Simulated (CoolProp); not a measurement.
Vapour-liquid equilibrium of acetone (1) + cyclohexane (2) at 373.8 K; x and y are mole fractions of (1).

Model: multi-fluid Helmholtz-energy mixture model, Lemmon 2006 and Zhou 2014; pair parameters Bell 2016, in CoolProp.

| x | bubble pressure (kPa) | y at the bubble point | dew pressure at overall composition x (kPa) | liquid density (mol/L) |
|---|---|---|---|---|
| 0.05 | 231.9 | 0.254 | [?] | 8.398 |
| 0.125 | 286.4 | 0.422 | 201.0 | 8.550 |
| 0.2 | 320.8 | 0.505 | 217.9 | 8.716 |
| 0.275 | 343.4 | 0.557 | 237.6 | 8.898 |
| 0.35 | [?] | 0.593 | [?] | 9.098 |
| 0.425 | 370.4 | [?] | 287.6 | 9.318 |
| 0.5 | 379.4 | 0.651 | 318.5 | 9.560 |
| 0.575 | 386.6 | 0.680 | 351.3 | [?] |
| 0.65 | 392.1 | 0.712 | 379.0 | 10.12 |
| 0.725 | [?] | 0.750 | 393.6 | 10.45 |
| 0.8 | 396.9 | 0.797 | 396.9 | 10.80 |
| 0.875 | [?] | 0.856 | 393.0 | 11.20 |
| 0.95 | 387.1 | 0.934 | 385.1 | 11.62 |

**Question.** Fill in the missing entries.

**Answer.** 
- 0.05, dew pressure at overall composition x (kPa): 186.4
- 0.35, bubble pressure (kPa): 358.9
- 0.35, dew pressure at overall composition x (kPa): 260.7
- 0.425, y at the bubble point: 0.623
- 0.575, liquid density (mol/L): 9.828
- 0.725, bubble pressure (kPa): 395.8
- 0.875, bubble pressure (kPa): 394.5

y crosses x between x = 0.725 and 0.8: the model has an azeotrope there.

The pair parameters rest on a limited set of measurements; away from them the model extrapolates.
